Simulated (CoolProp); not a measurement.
A single-stage vapour-compression cycle with the fluid: evaporating at 228.15 K (dew point), condensing at 289.15 K (bubble point), superheat 8 K, subcooling 5 K, compressor efficiency 0.7, no pressure losses. The same conditions are run with several fluids, on thermodynamics alone (safety and materials aside).

The numbers come from the reference Helmholtz-energy equation of state of each fluid (R152A: Outcalt 1996; ethane: Bücker 2006; dimethyl ether: Wu 2011; isobutane: Bücker 2006; CH2F2 (R32): Tillner-Roth 1997; n-butane: Bücker 2006) in CoolProp.

```json
[
 {"fluid": "R152A", "cooling COP": "2.13", "pressure ratio": "12.5", "discharge temperature (K)": "362.2", "refrigerating effect (kJ/kg)": "262", "volumetric capacity (kJ/m³)": "326"},
 {"fluid": "ethane", "cooling COP": "1.70", "pressure ratio": "5.25", "discharge temperature (K)": "345.4", "refrigerating effect (kJ/kg)": "259", "volumetric capacity (kJ/m³)": "2940"},
 {"fluid": "dimethyl ether", "cooling COP": "(withheld)", "pressure ratio": "11.8", "discharge temperature (K)": "361.2", "refrigerating effect (kJ/kg)": "371", "volumetric capacity (kJ/m³)": "339"},
 {"fluid": "isobutane", "cooling COP": "2.12", "pressure ratio": "12.1", "discharge temperature (K)": "324.0", "refrigerating effect (kJ/kg)": "280", "volumetric capacity (kJ/m³)": "186"},
 {"fluid": "CH2F2 (R32)", "cooling COP": "2.00", "pressure ratio": "9.37", "discharge temperature (K)": "408.9", "refrigerating effect (kJ/kg)": "287", "volumetric capacity (kJ/m³)": "1120"},
 {"fluid": "n-butane", "cooling COP": "2.16", "pressure ratio": "(withheld)", "discharge temperature (K)": "(withheld)", "refrigerating effect (kJ/kg)": "308", "volumetric capacity (kJ/m³)": "117"}
]
```

Question: Some entries are withheld; supply them.

Answer: 
- dimethyl ether, cooling COP: 2.15
- n-butane, pressure ratio: 14.3
- n-butane, discharge temperature (K): 327.3
